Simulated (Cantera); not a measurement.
Charge: 1 mol SiHCl3, 2.1 mol HCl, 200 mol H2, held at 94.0 mbar.

Equilibrium computed with Cantera from the NASA thermochemical tables; the gas is ideal and each condensed phase is pure. Candidate condensed phases: Si; 19 gas species. Gases not in the tables: Si2H6 and higher silanes. Kinetics and transport are ignored.

### Question
Which condensed phases are stable at each of these points (T (K)): 1748, 1798, 1848, 1898, 1948, 1998, 2048, 2098, 2148, 2198, 2248, 2298?

### Answer
| T (K) | condensed phases | Si condensed (%) |
|---|---|---|
| 1748 | Si(l) | 65.8 |
| 1798 | Si(l) | 66.9 |
| 1848 | Si(l) | 67.2 |
| 1898 | Si(l) | 66.5 |
| 1948 | Si(l) | 64.2 |
| 1998 | Si(l) | 59.4 |
| 2048 | Si(l) | 50.6 |
| 2098 | Si(l) | 35.8 |
| 2148 | Si(l) | 11.6 |
| 2198 | gas only | 0.0 |
| 2248 | gas only | 0.0 |
| 2298 | gas only | 0.0 |

From 1748 K to 2148 K the condensed part is Si(l). From 2198 K to 2298 K nothing is condensed.
